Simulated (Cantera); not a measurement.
# Premixed flame

A freely propagating, adiabatic, planar premixed flame of 22.1 % H2, 15.6 % O2, 58.6 % N2, 3.76 % H2O, unburnt at 700 K and 0.350 bar; mixture-averaged transport, grid criteria slope 0.08 and curve 0.16, no radiation.

Detailed kinetics in Cantera: the H2/O2 subset of GRI-Mech 3.0, which has no nitrogen chemistry. Burning velocities carry a grid error of a few per cent, more on coarse grids.

```tsv
z (mm)	T (K)	u (m/s)	x H2	x O2	x HO2	x H	x H2O2	x O
-5.69	700	7.30	0.221	0.156	<1e-8	<1e-8	<1e-8	<1e-8
-3.79	700	7.30	0.221	0.156	<1e-8	<1e-8	<1e-8	<1e-8
-2.84	700	7.30	0.221	0.156	<1e-8	<1e-8	<1e-8	<1e-8
-1.90	700	7.30	0.221	0.156	9.70e-7	2.47e-7	<1e-8	1.07e-8
-0.948	708	7.37	0.219	0.156	0.000106	0.000240	1.01e-6	1.15e-5
-0.474	822	8.45	0.197	0.152	8.87e-5	0.00530	2.50e-6	0.000374
0	1164	11.6	0.103	0.117	4.39e-5	0.0339	2.71e-6	0.00646
0.474	1432	14.1	0.0351	0.0717	2.25e-5	0.0465	2.33e-6	0.0148
0.948	1563	15.3	0.0265	0.0627	1.66e-5	0.0397	1.43e-6	0.0156
1.90	1705	16.5	0.0243	0.0590	1.25e-5	0.0289	7.53e-7	0.0138
3.79	1848	17.7	0.0210	0.0559	9.07e-6	0.0188	4.01e-7	0.0110
7.59	1982	18.8	0.0162	0.0533	6.13e-6	0.0107	2.34e-7	0.00785
15.2	2095	19.7	0.0109	0.0514	4.02e-6	0.00509	1.56e-7	0.00492
```
x: mole fraction of selected species; z is measured from the peak of heat release.

```yaml
laminar_burning_velocity: 730 cm/s
thermal_thickness: 1.90 mm
peak x(HO2): 0.000115
peak x(H): 0.0469
peak x(H2O2): 2.99e-6
peak x(O): 0.0157
```
